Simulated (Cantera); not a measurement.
An isothermal, constant-pressure homogeneous reactor starts with CO : O₂ : H₂O : N₂ = 0.022 : 0.0023 : 0.0016 : 1 (molar parts), at 850 K and 0.133 bar. Integrator tolerance rtol = 1e-08.

Model: GRI-Mech 3.0 (53 species, 325 reactions), integrated in Cantera.

Question: What does this change do: 0.0076 parts H2 added?

Answer: 
| quantity | before | after |
|---|---|---|
| x(CO) at 20.0 s | 0.0214 (gas-phase equilibrium 0.0156) | 0.0191 (gas-phase equilibrium 0.0162) |
| x(O₂) at 20.0 s | 0.00220 (gas-phase equilibrium <1e-12) | 1.40e-6 (gas-phase equilibrium <1e-12) |
| x(H₂O) at 20.0 s | 0.00156 (gas-phase equilibrium 0.000172) | 0.00377 (gas-phase equilibrium 0.000845) |
| x(CO₂) at 20.0 s | 8.90e-5 (gas-phase equilibrium 0.00589) | 0.00224 (gas-phase equilibrium 0.00517) |
| x(O) at 20.0 s | 1.61e-7 (gas-phase equilibrium <1e-12) | 3.34e-11 (gas-phase equilibrium <1e-12) |
Radical loss at walls, strong at low pressure, is not modelled. Below about 950 K walls govern HO2 and H2O2 in real vessels.
